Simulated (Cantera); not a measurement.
Mixture: H2 : O2 : N2 : H2O = 1 : 1.04 : 4.27 : 0.18 (molar parts), equivalence ratio 0.48, at 8.20 bar, adiabatic and at constant volume. Ignition delay is the time to a rise of 400 K.

Cantera simulation using the H2/O2 subset of GRI-Mech 3.0, which has no nitrogen chemistry; the numbers are that mechanism's predictions, not measurements. The hydrogen kinetics of GRI-Mech 3.0 are dated; newer H2 mechanisms differ, most at raised pressure. Where the delays flatten at high temperature, the 400 K rule measures the pace of heat release, not the induction time.

### Question
What does this change do: H2 1 to 2.7 parts?

### Answer
| quantity | before | after |
|---|---|---|
| delay at 1175 K | 0.238 ms | 0.151 ms |
| delay at 1275 K | 10.8 µs | 9.31 µs |
| delay at 1375 K | 3.98 µs | 3.48 µs |
| delay at 1475 K | 2.38 µs | 2.07 µs |
| apparent activation energy between 1425 and 1525 K | 75 kJ/mol | 78 kJ/mol |
